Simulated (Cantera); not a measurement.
Feed: 1 mol Ca(OH)2, 0.79 mol C, 1.2 mol O2, held at 1675 °C and 7.50 Torr.

Method: chemical equilibrium by Gibbs-energy minimisation in Cantera with the NASA 1993 tables (ideal gas, pure condensed phases). Candidate condensed phases: C, C6H6, C7H8, C8H18, Ca, CaCO3, CaO, Ca(OH)2, H2O; 115 gas species. The numbers say what is thermodynamically allowed, not how fast it happens.

Base state: H2O 0.443, CO2 0.349, O2 0.186, OH 0.0102, CO 0.00686, H2 0.00198, O 0.00191, H 0.000503 (mole fractions); condensed: CaO(s).

Problem. What changes in the equilibrium state with this change: O2 from 1.2 to 7.4 mol?

Solution. 
```csv
species,before,after
O2,0.186,0.780
H2O,0.443,0.114
CO2,0.349,0.0927
OH,0.0102,0.00740
Ca(OH)2,2.99e-5,7.71e-6
H2,0.00198,0.000250
CO,0.00686,0.000889
"CaO(s), mol",1.000,1.000
```
